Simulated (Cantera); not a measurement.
Input: 1 mol B₂O₃, a varied amount of NH₃, equilibrated at 1850 K and 23.0 mbar.

Equilibrium computed with Cantera from the NASA thermochemical tables; the gas is ideal and each condensed phase is pure. Candidate condensed phases: B, BN, B₂O₃, B₃O₃H₃, H₂O; 39 gas species. Equilibrium is a limit: real reactors are often held back by kinetics, nucleation or transport.

Task: At 0.24 mol NH₃, list the 7 most abundant gas species with their mole fractions, and the condensed phases.

Result: H₂ 0.385, B₂O₃ 0.293, N₂ 0.153, HBO₂ 0.0909, HBO 0.0485, B₂O₂ 0.0212, BO 0.00468. Condensed: B₂O₃(l).
